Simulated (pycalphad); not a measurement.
**Effect of Si content in Cu-Si**

CALPHAD calculation (pycalphad, COST 507 light-alloy database (1999)), 1 atm. These are 1990s assessments: newer ones move some temperatures and phases. Amounts are mole fractions of atoms. Kinetics are ignored, which matters at the lower temperatures.

| alloy | liquidus (K) | first solid | solidus (K) | phases at 525 K |
|---|---|---|---|---|
| Cu-0.08Si (at.%) | 1357 | fcc | 1356 | fcc 1.00 |
| Cu-0.17Si (at.%) | 1356 | fcc | 1354 | fcc 1.00 |
| Cu-0.34Si (at.%) | 1355 | fcc | 1350 | fcc 1.00 |
| Cu-0.68Si (at.%) | 1352 | fcc | 1343 | fcc 1.00 |
| Cu-1.02Si (at.%) | 1350 | fcc | 1336 | fcc 1.00 |
| Cu-1.36Si (at.%) | 1347 | fcc | 1329 | fcc 1.00 |
